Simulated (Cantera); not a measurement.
An isothermal, constant-pressure homogeneous reactor starts with CH4 : H2O = 1 : 1.3 (molar parts), at 1225 K and 10.9 atm. Integrator tolerance rtol = 1e-08.

Cantera simulation using GRI-Mech 3.0 (53 species, 325 reactions); the numbers are that mechanism's predictions, not measurements.

### Question
What does this change do: temperature 1225 to 1550 K?

### Answer
```
quantity                                             before                                     after
-----------------  ----------------------------------------  ----------------------------------------
x(CH4) at 8.00 s       0.416 (gas-phase equilibrium 0.0238)    0.110 (gas-phase equilibrium 0.000364)
x(H2O) at 8.00 s       0.560 (gas-phase equilibrium 0.0804)      0.189 (gas-phase equilibrium 0.0630)
x(H2O2) at 8.00 s     <1e-12 (gas-phase equilibrium <1e-12)     <1e-12 (gas-phase equilibrium <1e-12)
x(HCO) at 8.00 s     <1e-12 (gas-phase equilibrium 1.07e-9)   1.50e-8 (gas-phase equilibrium 2.64e-8)
x(CH3) at 8.00 s    1.37e-6 (gas-phase equilibrium 5.26e-8)   2.93e-5 (gas-phase equilibrium 8.41e-8)
x(C2H6) at 8.00 s  0.000286 (gas-phase equilibrium 7.50e-7)  9.37e-5 (gas-phase equilibrium 7.72e-10)
x(CO2) at 8.00 s     4.63e-6 (gas-phase equilibrium 0.0165)    0.0187 (gas-phase equilibrium 0.00720)
```
